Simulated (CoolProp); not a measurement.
Vapour-liquid equilibrium of carbon dioxide (1) + CH3F (R41) (2) at 1.24 MPa; x and y are mole fractions of (1).

Computed with CoolProp (multi-fluid Helmholtz-energy mixture model, Span 1996 and Lemmon 2006; pair parameters Bell 2016).

| x | bubble temperature (K) | y at the bubble point | dew temperature at overall composition x (K) | liquid density (mol/L) |
|---|---|---|---|---|
| 0.05 | 254.8 | 0.074 | 255.2 | 21.71 |
| 0.15 | 252.8 | 0.211 | 253.7 | 22.03 |
| 0.25 | 251.0 | 0.335 | 252.2 | 22.35 |
| 0.35 | 249.2 | 0.448 | 250.7 | 22.67 |
| 0.45 | 247.6 | 0.554 | 249.2 | 22.99 |
| 0.55 | 246.0 | 0.652 | 247.6 | 23.32 |
| 0.65 | 244.4 | 0.743 | 246.0 | 23.66 |
| 0.75 | 242.8 | 0.827 | 244.3 | 24.00 |
| 0.85 | 241.3 | 0.903 | 242.4 | 24.33 |
| 0.95 | 239.8 | 0.970 | 240.2 | 24.67 |

No azeotrope shows between x = 0.05 and 0.95.

The pair parameters rest on a limited set of measurements; away from them the model extrapolates.
